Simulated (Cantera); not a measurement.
A Cantera script and what it prints.

```python
import numpy as np
import cantera as ct

gas_names = """
    B BH BH2 BH3 B2 H H2
""".split()
cond_names = """
    B(b) B(L)
""".split()


def load(file, names, dense=False):
    # The tables refer to 1 bar. Condensed volumes are neglected.
    table = {s.name: s for s in ct.Species.list_from_file(file)}
    out = []
    for n in names:
        d = dict(table[n].input_data)
        d["thermo"] = dict(d["thermo"], **{"reference-pressure": 1e5})
        if dense:
            d["equation-of-state"] = {"model": "constant-volume", "density": "1e6 g/cm^3"}
        out.append(ct.Species.from_dict(d))
    return out


gas = ct.Solution(thermo="ideal-gas", species=load("nasa_gas.yaml", gas_names))
cond = {s.name: ct.Solution(thermo="fixed-stoichiometry", species=[s], name=s.name)
        for s in load("nasa_condensed.yaml", cond_names, dense=True)}
atoms = {
    'B2H6': {'B': 2, 'H': 6},
    'H2': {'H': 2},
}
top_T = {}  # K; cautious upper limits of use, not melting points


def equilibrate(T, P, feed):
    n = {}
    for name, mol in feed.items():
        for a, k in atoms[name].items():
            n[a] = n.get(a, 0.0) + k * mol
    gas.TPX = T, P, n
    mass = sum(n.values()) * gas.mean_molecular_weight
    gas.equilibrate("TP")
    valid = [c for c in cond.values() if c.min_temp <= T <= top_T.get(c.name, c.max_temp)]
    mix = ct.Mixture([(gas, mass / gas.mean_molecular_weight)] + [(c, 0.0) for c in valid])
    mix.T, mix.P = T, P
    mix.equilibrate("TP", solver="vcs", rtol=1e-11, max_steps=5000)
    return mix


results = []
feed = {'B2H6': 1, 'H2': 1.8}  # mol
P = 24  # Pa
for T in [1023, 1123, 1223, 1323, 1423, 1523, 1623, 1723, 1823, 1923, 2023, 2123, 2223, 2323]:
    mix = equilibrate(T, P, feed)
    results.append((T, P, feed, dict(zip(mix.species_names, mix.species_moles))))

top = {s: max(r[3][s] / sum(r[3][g] for g in gas_names) for r in results) for s in gas_names}
cols = sorted((s for s in top if top[s] > 0.0001), key=lambda s: -top[s])[:6]
seen = [c for c in cond_names if any(r[3].get(c, 0) > 1e-12 for r in results)]
print("log10 of partial pressures in bar; condensed amounts in mol")
print(f"{'T/K':>10s}" + "".join(f"{s[:9]:>10s}" for s in cols + seen))
for T, P, feed, n in results:
    ng = sum(n[g] for g in gas_names)
    print(f"{T:10.4g}" + "".join(f"{np.log10(max(n[s] / ng * P / 1e5, 1e-99)):10.3f}" for s in cols)
          + "".join(f"{n.get(c, 0):10.4g}" for c in seen))
```

It prints:

```
log10 of partial pressures in bar; condensed amounts in mol
       T/K        H2         H         B       BH2        BH      B(b)
      1023    -3.620   -10.193   -20.790   -11.789   -19.211         2
      1123    -3.620    -9.181   -18.245   -10.899   -17.215         2
      1223    -3.620    -8.332   -16.117   -10.157   -15.548         2
      1323    -3.620    -7.610   -14.313    -9.529   -14.135         2
      1423    -3.620    -6.988   -12.764    -8.990   -12.924         2
      1523    -3.620    -6.446   -11.420    -8.524   -11.873         2
      1623    -3.622    -5.971   -10.243    -8.117   -10.954         2
      1723    -3.625    -5.552    -9.204    -7.760   -10.144         2
      1823    -3.632    -5.179    -8.281    -7.447    -9.427     1.999
      1923    -3.646    -4.849    -7.454    -7.176    -8.790     1.998
      2023    -3.674    -4.558    -6.711    -6.947    -8.224     1.993
      2123    -3.722    -4.306    -6.038    -6.764    -7.725     1.975
      2223    -3.807    -4.097    -5.427    -6.638    -7.291     1.902
      2323    -3.954    -3.940    -4.870    -6.593    -6.931     1.606
```

Equilibrium computed with Cantera from the NASA thermochemical tables; the gas is ideal and each condensed phase is pure. The feed counts by its element totals alone. The tables' values for BH2 are old estimates; treat these amounts as uncertain.
